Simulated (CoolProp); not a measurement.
Vapour-liquid equilibrium of ethanol (1) + hexamethyldisiloxane (MM) (2) at 1510 kPa; x and y are mole fractions of (1).

Values from CoolProp's multi-fluid Helmholtz-energy mixture model, Schroeder 2014 and Thol 2016; pair parameters Bell 2016.

```json
[
 {"x": "0.05", "bubble temperature (K)": "493.1", "y at the bubble point": "___", "dew temperature at overall composition x (K)": "498.8", "liquid density (mol/L)": "2.988"},
 {"x": "0.15", "bubble temperature (K)": "477.1", "y at the bubble point": "0.327", "dew temperature at overall composition x (K)": "490.7", "liquid density (mol/L)": "___"},
 {"x": "0.25", "bubble temperature (K)": "466.3", "y at the bubble point": "0.467", "dew temperature at overall composition x (K)": "483.0", "liquid density (mol/L)": "3.954"},
 {"x": "0.35", "bubble temperature (K)": "459.1", "y at the bubble point": "___", "dew temperature at overall composition x (K)": "475.3", "liquid density (mol/L)": "___"},
 {"x": "0.45", "bubble temperature (K)": "___", "y at the bubble point": "___", "dew temperature at overall composition x (K)": "467.6", "liquid density (mol/L)": "5.084"},
 {"x": "0.55", "bubble temperature (K)": "450.3", "y at the bubble point": "0.703", "dew temperature at overall composition x (K)": "460.1", "liquid density (mol/L)": "5.841"},
 {"x": "0.65", "bubble temperature (K)": "447.3", "y at the bubble point": "___", "dew temperature at overall composition x (K)": "453.3", "liquid density (mol/L)": "6.803"},
 {"x": "0.75", "bubble temperature (K)": "445.0", "y at the bubble point": "0.823", "dew temperature at overall composition x (K)": "447.9", "liquid density (mol/L)": "8.053"},
 {"x": "0.85", "bubble temperature (K)": "443.1", "y at the bubble point": "0.889", "dew temperature at overall composition x (K)": "444.2", "liquid density (mol/L)": "9.713"},
 {"x": "0.95", "bubble temperature (K)": "441.6", "y at the bubble point": "___", "dew temperature at overall composition x (K)": "441.8", "liquid density (mol/L)": "11.99"}
]
```

Task: What belongs in the gaps?

Result: 
- 0.05, y at the bubble point: 0.119
- 0.15, liquid density (mol/L): 3.480
- 0.35, y at the bubble point: 0.564
- 0.35, liquid density (mol/L): 4.471
- 0.45, bubble temperature (K): 454.0
- 0.45, y at the bubble point: 0.639
- 0.65, y at the bubble point: 0.762
- 0.95, y at the bubble point: 0.962

No azeotrope shows between x = 0.05 and 0.95.

Pair parameters are fitted to limited data, so mixtures are less certain than the pure fluids.
